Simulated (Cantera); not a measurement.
What does this Cantera script print?

```python
import numpy as np
import cantera as ct

gas_names = """
    C CN CO CO2 C2 CCN CNC C2N2 C2O C3 C3O2 C4 C4N2 C5 N NCO NO NO2 NO3 N2 N2O O O2 O3 Si SiC SiC2 SiN
    SiO SiO2 Si2 Si2C Si2N Si3
""".split()
cond_names = """
    C(gr) Si(cr) Si(L) SiC(b) SiO2(Lqz) SiO2(hqz) SiO2(L) Si2N2O(s) Si3N4(a)
""".split()


def load(file, names, dense=False):
    # The tables refer to 1 bar. Condensed volumes are neglected.
    table = {s.name: s for s in ct.Species.list_from_file(file)}
    out = []
    for n in names:
        d = dict(table[n].input_data)
        d["thermo"] = dict(d["thermo"], **{"reference-pressure": 1e5})
        if dense:
            d["equation-of-state"] = {"model": "constant-volume", "density": "1e6 g/cm^3"}
        out.append(ct.Species.from_dict(d))
    return out


gas = ct.Solution(thermo="ideal-gas", species=load("nasa_gas.yaml", gas_names))
cond = {s.name: ct.Solution(thermo="fixed-stoichiometry", species=[s], name=s.name)
        for s in load("nasa_condensed.yaml", cond_names, dense=True)}
atoms = {
    'Si': {'Si': 1},
    'CO2': {'C': 1, 'O': 2},
    'N2': {'N': 2},
    'N2O': {'N': 2, 'O': 1},
}
top_T = {'C(gr)': 4500, 'SiC(b)': 3050, 'Si2N2O(s)': 2100, 'Si3N4(a)': 2400}  # K; cautious upper limits of use, not melting points


def equilibrate(T, P, feed):
    n = {}
    for name, mol in feed.items():
        for a, k in atoms[name].items():
            n[a] = n.get(a, 0.0) + k * mol
    gas.TPX = T, P, n
    mass = sum(n.values()) * gas.mean_molecular_weight
    gas.equilibrate("TP")
    valid = [c for c in cond.values() if c.min_temp <= T <= top_T.get(c.name, c.max_temp)]
    mix = ct.Mixture([(gas, mass / gas.mean_molecular_weight)] + [(c, 0.0) for c in valid])
    mix.T, mix.P = T, P
    mix.equilibrate("TP", solver="vcs", rtol=1e-11, max_steps=5000)
    return mix


results = []
feed = {'Si': 1, 'CO2': 0.29, 'N2': 410, 'N2O': 0.037}  # mol
T = 1573.15  # K
P = 100000  # Pa
mix = equilibrate(T, P, feed)
results.append((T, P, feed, dict(zip(mix.species_names, mix.species_moles))))
x = sorted(zip(gas.X, gas.species_names), reverse=True)
print(f"T = {T:g} K  P = {P:g} Pa  gas = {mix.phase_moles(0):.4g} mol")
print("   x: " + "  ".join(f"{s} {v:.3e}" for v, s in x if v > 0.0001))
print("   condensed (mol): " + ("  ".join(f"{mix.phase(i).name} {mix.phase_moles(i):.4g}"
      for i in range(1, mix.n_phases) if mix.phase_moles(i) > 1e-12) or "none"))
```

It prints:

```
T = 1573.15 K  P = 100000 Pa  gas = 409.7 mol
   x: N2 9.997e-01  CO 3.003e-04
   condensed (mol): C(gr) 0.167  Si2N2O(s) 0.4939  Si3N4(a) 0.004042
```

Method: chemical equilibrium by Gibbs-energy minimisation in Cantera with the NASA 1993 tables (ideal gas, pure condensed phases). Mutual solubility and eutectic melting of coexisting phases are not modelled.
